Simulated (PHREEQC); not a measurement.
Dissolve 0.0019 mol/kgw HF, 0.027 mol/kgw NaF and 1.3e-06 mol/kgw H4SiO4 at 25 °C. It is in equilibrium with CO2 at log p = -1 (atm). Otherwise closed; pH follows from the charge balance.

Model: ion-association model, phreeqc.dat, run in PHREEQC.

```json
[
 {"quantity": "pH", "before": "4.30", "after": "3.08"},
 {"quantity": "ionic strength (mol/kgw)", "before": "0.0268", "after": "0.000862"},
 {"quantity": "F- (mol/kgw)", "before": "0.0266", "after": "0.000856"},
 {"quantity": "HF (mol/kgw)", "before": "0.00170", "after": "0.00104"},
 {"quantity": "HF2- (mol/kgw)", "before": "0.000173", "after": "3.40e-6"},
 {"quantity": "HCO3- (mol/kgw)", "before": "3.47e-5", "after": "1.87e-6"},
 {"quantity": "SI of Quartz (SiO2)", "before": "-5.29", "after": "-2.01"}
]
```

What was changed between the two runs?
A. H4SiO4 from 1.3e-06 to 1.3e-05 mol/kgw
B. NaF from 0.027 to 0.0297 mol/kgw
C. temperature from 25 to 80 °C
D. NaF left out

D, NaF left out

Precipitation was switched off in this run. SiF6-2 is the database's only silicon fluoride.
